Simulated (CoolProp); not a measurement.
Vapour-liquid equilibrium of propylene (1) + benzene (2) at 308.8 K; x and y are mole fractions of (1).

Model: multi-fluid Helmholtz-energy mixture model, Lemmon 2013 and Thol 2012; pair parameters Bell 2016, in CoolProp.

Question: Give the bubble pressure and the first vapour's composition at x = 0.35, 0.5, 0.8. Is there an azeotrope?

Answer: x = 0.35: 6.522 bar, y = 0.972; x = 0.5: 8.420 bar, y = 0.980; x = 0.8: 11.87 bar, y = 0.991. No azeotrope shows between x = 0.05 and 0.95.

Pair parameters are fitted to limited data, so mixtures are less certain than the pure fluids. The gap from Raoult's law changes sign with composition, which may be real or a fault of the pair parameters; it wasn't checked against measurements.
